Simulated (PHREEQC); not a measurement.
1 kg of water holding 0.074 mol CaCl2, 0.14 mol SrCl2, 0.044 mol NaCl, 0.038 mol KCl and 0.058 mol MgCl2 is evaporated at 25 °C; the solids stay in contact with the brine. No CO2 enters from the air. Solids allowed: Bischofite, Brucite, Carnallite, Halite, Portlandite, Sylvite, MgCl2_4H2O. Others were left out.

Computed with PHREEQC (Pitzer model, pitzer.dat).

Task: Predict ionic strength, water activity at water left (kg) = 0.6755, 0.4563, 0.2533, 0.06418.

Result: 
```tsv
water left (kg)	ionic strength	water activity
0.6755	1.33	0.977
0.4563	1.97	0.964
0.2533	3.54	0.927
0.06418	13.9	0.543
```
